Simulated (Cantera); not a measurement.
Charge: 1 mol C2H2, 0.3 mol O2, 2 mol H2, equilibrated at 2425 K.

Equilibrium computed with Cantera from the NASA thermochemical tables; the gas is ideal and each condensed phase is pure. Candidate condensed phases: C, C6H6, C7H8, C8H18, H2O; 110 gas species. The ideal-gas law is rough above about 30 bar. The numbers say what is thermodynamically allowed, not how fast it happens.

x: gas mole fraction; n: condensed amount in mol.

```csv
P (Pa),x H2,x H,x CO,x CH4,x C2H2 (acetylene),x C3,n C(graphite)
10,0.164,0.726,0.106,4.60e-10,(withheld),0.00149,1.35
160,0.530,0.326,0.139,7.65e-8,(withheld),9.32e-5,1.36
2500,0.738,0.0973,0.159,2.32e-6,(withheld),5.96e-6,1.36
40000,0.804,0.0254,0.165,4.39e-5,0.00628,3.73e-7,1.35
630000,0.820,0.00646,0.166,0.000721,0.00640,2.37e-8,1.35
10000000,0.811,0.00161,0.168,0.0112,0.00633,1.49e-9,1.31
```

Task: Complete the blanks.

Result: 
- 10, x C2H2 (acetylene): 0.00128
- 160, x C2H2 (acetylene): 0.00414
- 2500, x C2H2 (acetylene): 0.00576
